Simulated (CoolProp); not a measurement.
Vapour-liquid equilibrium of R134a (1) + R141b (2) at 0.213 MPa; x and y are mole fractions of (1).

Computed with CoolProp (multi-fluid Helmholtz-energy mixture model, Tillner-Roth 1994 and Lemmon 2006; pair parameters Bell 2016).

Give the bubble temperature and the first vapour's composition at x = 0.125, 0.425, 0.95. Is there an azeotrope?

x = 0.125: 302.6 K, y = 0.601; x = 0.425: 278.8 K, y = 0.884; x = 0.95: 265.7 K, y = 0.989. No azeotrope shows between x = 0.05 and 0.95.

The pair parameters rest on a limited set of measurements; away from them the model extrapolates.
